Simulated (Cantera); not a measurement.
An adiabatic, constant-pressure homogeneous reactor starts with CH4 : CO : O2 : N2 = 1 : 0.094 : 1.46 : 5.5 (molar parts), at 1423 K and 23.7 atm. Integrator tolerance rtol = 1e-08.

Computed with Cantera and GRI-Mech 3.0 (53 species, 325 reactions). The pressure lies above the range GRI-Mech 3.0 was tuned for (to about 10 atm).

```csv
quantity,before,after
time of steepest temperature rise,0.216 ms,0.106 ms
temperature at 3.00 s,2846 K,2898 K
equilibrium temperature,2846 K,2898 K
x(CH4) at 3.00 s,3.73e-11 (gas-phase equilibrium 4.24e-11),3.24e-11 (gas-phase equilibrium 3.69e-11)
x(CO) at 3.00 s,0.0859 (gas-phase equilibrium 0.0859),0.0864 (gas-phase equilibrium 0.0864)
x(O2) at 3.00 s,0.000318 (gas-phase equilibrium 0.000318),0.000457 (gas-phase equilibrium 0.000457)
x(OH) at 3.00 s,0.00441 (gas-phase equilibrium 0.00441),0.00543 (gas-phase equilibrium 0.00543)
x(CO2) at 3.00 s,0.0407 (gas-phase equilibrium 0.0407),0.0400 (gas-phase equilibrium 0.0400)
x(NO) at 3.00 s,0.00137 (gas-phase equilibrium 0.00137),0.00176 (gas-phase equilibrium 0.00176)
```

### Question
What was changed between the two runs?
(A) pressure from 23.7 atm to 8.09 atm
(B) pressure from 23.7 atm to 0.622 atm
(C) constant volume in place of constant pressure
(D) initial temperature 1423 to 1498 K

### Answer
D, initial temperature 1423 to 1498 K
